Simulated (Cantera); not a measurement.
Input (Python, Cantera):

```python
import numpy as np
import cantera as ct

gas = ct.Solution("gri30.yaml")
gas.TPX = 1200, 240000, {'CH4': 1, 'O2': 1.11, 'N2': 4.18, 'H2O': 0.41}
reactor = ct.IdealGasReactor(gas, energy="on", clone=False)
net = ct.ReactorNet([reactor])
net.rtol, net.atol = 1e-08, 1e-16
show = ['CH4', 'O2', 'H2O', 'HO2', 'N2O']
times = np.geomspace(3e-06, 9, 10)

steps = ct.SolutionArray(gas, extra=["t"])
rows = []
print(f"{'t/s':>10s}{'T/K':>9s}{'P/Pa':>11s}" + "".join(f"{s:>11s}" for s in show))
for t in times:
    while net.time < t:
        t_next = net.step()
        steps.append(gas.state, t=t_next)
    rows.append([np.interp(t, steps.t, y) for y in (steps.T, steps.P, *steps(*show).X.T)])
    print(f"{t:10.3e}{rows[-1][0]:9.1f}{rows[-1][1]:11.4g}" + "".join(f"{x:11.3e}" for x in rows[-1][2:]))
rate = np.gradient(steps.T, steps.t)
print("integrator steps:", len(steps.t))
if steps.T.max() > steps.T[0] + 200:
    print(f"time of steepest temperature rise: {steps.t[rate.argmax()]:.4e} s")
gas.TPX = 1200, 240000, {'CH4': 1, 'O2': 1.11, 'N2': 4.18, 'H2O': 0.41}
gas.equilibrate("UV")
print(f"equilibrium (UV): T = {gas.T:.1f} K  " + "  ".join(f"{s} {gas[s].X[0]:.3e}" for s in show))
```

Result:

```
       t/s      T/K       P/Pa        CH4         O2        H2O        HO2        N2O
 3.000e-06   1200.0    2.4e+05  1.493e-01  1.657e-01  6.119e-02  8.188e-09  3.311e-16
 1.573e-05   1200.0    2.4e+05  1.493e-01  1.657e-01  6.119e-02  4.227e-08  6.476e-15
 8.251e-05   1200.0    2.4e+05  1.493e-01  1.657e-01  6.119e-02  2.035e-07  1.554e-13
 4.327e-04   1200.0    2.4e+05  1.492e-01  1.657e-01  6.120e-02  6.358e-07  3.127e-12
 2.269e-03   1200.3  2.401e+05  1.492e-01  1.656e-01  6.124e-02  8.107e-07  2.833e-11
 1.190e-02   1204.2  2.408e+05  1.485e-01  1.652e-01  6.178e-02  3.009e-06  3.677e-10
 6.240e-02   2609.3  5.937e+05  8.219e-11  3.700e-05  1.869e-01  6.122e-08  3.473e-08
 3.273e-01   2609.3  5.937e+05  8.219e-11  3.700e-05  1.869e-01  6.122e-08  3.473e-08
 1.716e+00   2609.3  5.937e+05  8.219e-11  3.700e-05  1.869e-01  6.122e-08  3.473e-08
 9.000e+00   2609.3  5.937e+05  8.219e-11  3.700e-05  1.869e-01  6.122e-08  3.473e-08
integrator steps: 2295
time of steepest temperature rise: 3.0359e-02 s
equilibrium (UV): T = 2609.3 K  CH4 9.297e-11  O2 3.700e-05  H2O 1.869e-01  HO2 6.122e-08  N2O 3.473e-08
```

Computed with Cantera and GRI-Mech 3.0 (53 species, 325 reactions).
